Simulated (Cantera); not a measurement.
Feed: 1 mol Fe₂O₃, 1.6 mol C, 0.37 mol H₂, at 5.70 mbar.

These are equilibrium values from Cantera (NASA tables, ideal gas, pure condensed phases), not measurements of a reactor. Candidate condensed phases: C, C₆H₆, C₇H₈, C₈H₁₈, Fe, Fe(CO)₅, FeO, Fe(OH)₂, Fe(OH)₃, Fe₂O₃, Fe₃O₄, H₂O; 114 gas species. Equilibrium is a limit: real reactors are often held back by kinetics, nucleation or transport.

### Question
At 2598 K, list the 4 most abundant gas species with their mole fractions, and the condensed phases.

### Answer
Fe 0.392, CO 0.274, CO₂ 0.0698, O 0.0626. Condensed: gas only.
